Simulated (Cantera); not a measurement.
A closed system holds: 1 mol FeS₂, 0.094 mol SO₂, 1.8 mol H₂O, at 1123.15 K and 0.100 bar.

Equilibrium computed with Cantera from the NASA thermochemical tables; the gas is ideal and each condensed phase is pure. Candidate condensed phases: Fe, FeO, Fe(OH)₂, Fe(OH)₃, FeS, FeSO₄, FeS₂, Fe₂O₃, Fe₂(SO₄)₃, Fe₃O₄, H₂O, H₂SO₄, S; 22 gas species. FeS: taken at fixed stoichiometry. Gases not in the tables: S₃ to S₇. Kinetics and transport are ignored.

Question: What is the equilibrium state?

Answer: 
```json
{
  "x(H₂O)": "0.661",
  "x(S₂)": "0.142",
  "x(SO₂)": "0.0907",
  "x(H₂S)": "0.0863",
  "x(H₂)": "0.0175",
  "x(S₂O)": "0.00217",
  "x(SH)": "0.000109",
  "x(SO)": "0.000108",
  "n(FeS(s))": "1.00 mol",
  "gas_amount": "2.352 mol",
  "log10 activity of S(l) (absent)": "-1.58",
  "log10 activity of Fe(α) (absent)": "-3.27",
  "log10 activity of Fe(OH)₂(s) (absent)": "-7.34"
}
```
